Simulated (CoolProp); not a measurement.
Saturated liquid density (kg/m³) of toluene: the reference equation beside estimates from Tc = 591.7 K, pc = 4126 kPa, ω = 0.266.

Values from CoolProp's reference Helmholtz-energy equation of state, Lemmon 2006. It is a short technical equation, of lower accuracy than the large ones.

| T (K) | reference | Soave-Redlich-Kwong | Peng-Robinson |
|---|---|---|---|
| 358.3 | 804.7 | 720.9 | ? |
| 365.5 | 797.6 | 714.6 | 806.9 |
| 372.7 | 790.4 | 708.1 | ? |
| 379.9 | 783.1 | 701.5 | 792.7 |
| 387.1 | 775.7 | ? | 785.3 |
| 394.3 | 768.2 | 687.5 | 777.5 |
| 401.4 | 760.7 | 680.3 | 769.7 |
| 408.6 | 753.0 | ? | 761.4 |
| 415.8 | 745.1 | ? | 752.9 |
| 423 | ? | 656.9 | 744.0 |
| 430.2 | 729.0 | 648.5 | 734.9 |
| 437.4 | 720.7 | 639.9 | 725.3 |

### Question
Some entries are withheld; supply them.

### Answer

- 358.3, Peng-Robinson: 813.7
- 372.7, Peng-Robinson: 799.9
- 387.1, Soave-Redlich-Kwong: 694.6
- 408.6, Soave-Redlich-Kwong: 672.7
- 415.8, Soave-Redlich-Kwong: 664.9
- 423, reference: 737.1

Absolute difference from the reference over all 12 rows, mean and median: Soave-Redlich-Kwong 10.6 and 10.5 %, Peng-Robinson 1.1 and 1.1 %.
